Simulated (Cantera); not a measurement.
Mixture: 18.2 % H2, 17.2 % O2, 64.6 % N2, at 1.40 bar, adiabatic and at constant pressure. Ignition delay is the time to a rise of 400 K.

Cantera simulation using the H2/O2 subset of GRI-Mech 3.0, which has no nitrogen chemistry; the numbers are that mechanism's predictions, not measurements. Where the delays flatten at high temperature, the 400 K rule measures the pace of heat release, not the induction time.

**Question.** Predict: delay at 1275 K; delay at 1375 K; delay at 1475 K; delay at 1575 K; delay at 1675 K.

**Answer.** 
* **delay at 1275 K**: 26.0 µs
* **delay at 1375 K**: 18.9 µs
* **delay at 1475 K**: 15.5 µs
* **delay at 1575 K**: 14.1 µs
* **delay at 1675 K**: 13.8 µs
